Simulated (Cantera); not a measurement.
A Cantera script and what it prints.

```python
import numpy as np
import cantera as ct

gas_names = """
    N2O N2
""".split()
cond_names = """
    Cu(cr) Cu(L) Cu2O(s) Cu2O(L)
""".split()


def load(file, names, dense=False):
    # The tables refer to 1 bar. Condensed volumes are neglected.
    table = {s.name: s for s in ct.Species.list_from_file(file)}
    out = []
    for n in names:
        d = dict(table[n].input_data)
        d["thermo"] = dict(d["thermo"], **{"reference-pressure": 1e5})
        if dense:
            d["equation-of-state"] = {"model": "constant-volume", "density": "1e6 g/cm^3"}
        out.append(ct.Species.from_dict(d))
    return out


species = {s.name: s for s in load("nasa_gas.yaml", gas_names) + load("nasa_condensed.yaml", cond_names)}
# Each term lists the table entries of one substance; the one whose range holds T is used.
reactions = {
    '2 Cu + N2O(g) = Cu2O + N2(g)':
        [(-2, ['Cu(cr)', 'Cu(L)']), (-1, ['N2O']), (1, ['Cu2O(s)', 'Cu2O(L)']), (1, ['N2'])],
}


def pick(names, T):
    return next(species[n] for n in names if species[n].thermo.min_temp <= T <= species[n].thermo.max_temp)


results = []
for label, terms in reactions.items():
    print(label)
    print("     T/K   dH/kJ  dS/(J/K)   dG/kJ   log10 K")
    for T in [1998, 2098, 2198, 2298, 2398, 2498, 2598, 2698, 2798, 2898]:
        used = [(nu, pick(names, T)) for nu, names in terms]
        dH = sum(nu * s.thermo.h(T) for nu, s in used) / 1e6
        dS = sum(nu * s.thermo.s(T) for nu, s in used) / 1e3
        dG = dH - T * dS / 1e3
        logK = -dG * 1e6 / (ct.gas_constant * T * np.log(10))
        results.append((label, T, dH, dS, dG, logK, [s.name for _, s in used]))
        print(f"{T:8g} {dH:8.1f} {dS:8.1f} {dG:8.1f} {logK:8.2f}")
```

It prints:

```
2 Cu + N2O(g) = Cu2O + N2(g)
     T/K   dH/kJ  dS/(J/K)   dG/kJ   log10 K
    1998   -206.4     27.7   -261.8     6.84
    2098   -205.5     28.1   -264.6     6.59
    2198   -204.6     28.6   -267.4     6.35
    2298   -203.8     28.9   -270.3     6.14
    2398   -202.9     29.3   -273.2     5.95
    2498   -202.0     29.7   -276.1     5.77
    2598   -201.2     30.0   -279.1     5.61
    2698   -200.4     30.3   -282.1     5.46
    2798   -199.5     30.6   -285.2     5.32
    2898   -198.7     30.9   -288.3     5.20
```

Standard-state values (1 bar) from the NASA 1993 polynomials, evaluated with Cantera. Condensed species are held in their standard states even where they would react or evaporate.
